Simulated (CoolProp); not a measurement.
Saturation properties of isobutene.

Computed with CoolProp (reference Helmholtz-energy equation of state, Lemmon 2005). It is a short technical equation, of lower accuracy than the large ones.

```csv
T (°C),p (bar),liquid density (kg/m³),vapour density (kg/m³),enthalpy of vaporisation (kJ/kg),liquid cp (kJ/(kg K))
-61.95,0.06069,685.8,0.1951,439.7,2.036
-43.05,0.1907,666.0,0.5672,423.8,2.091
-24.15,0.4909,645.6,1.366,407.4,2.156
-5.35,1.081,624.6,2.850,390.1,2.231
13.55,2.122,602.5,5.372,371.2,2.318
32.45,3.799,579.0,9.356,350.4,2.420
51.35,6.316,553.5,15.37,327.0,2.542
70.15,9.877,525.5,24.20,300.0,2.696
89.05,14.77,493.3,37.29,267.7,2.911
```

It boils at -7.0 °C under 1 atm.
